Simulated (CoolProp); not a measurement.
Computed with CoolProp (reference Helmholtz-energy equation of state, Lemmon 2005). It is a short technical equation, of lower accuracy than the large ones.

Q: Give the vapour pressure (MPa), liquid density (kg/m³), vapour density (kg/m³), liquid cp (kJ/(kg K)) of saturated cis-2-butene at -19.25, -4.65, 31.85 °C.

A: 
```csv
T (°C),p (MPa),liquid density (kg/m³),vapour density (kg/m³),liquid cp (kJ/(kg K))
-19.25,0.0384,665,1.04,2.08
-4.65,0.0728,649,1.89,2.13
31.85,0.265,607,6.36,2.28
```
